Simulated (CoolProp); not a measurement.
Vapour-liquid equilibrium of cyclohexane (1) + benzene (2) at 0.00766 MPa; x and y are mole fractions of (1).

Computed with CoolProp (multi-fluid Helmholtz-energy mixture model, Zhou 2014 and Thol 2012; pair parameters Bell 2016).

Problem. Give the bubble temperature and the first vapour's composition at x = 0.05, 0.35, 0.8. Is there an azeotrope?

Solution. x = 0.05: 286.9 K, y = 0.084; x = 0.35: 284.9 K, y = 0.392; x = 0.8: 285.3 K, y = 0.752. y crosses x between x = 0.5 and 0.575: the model has an azeotrope there.

Pair parameters are fitted to limited data, so mixtures are less certain than the pure fluids.
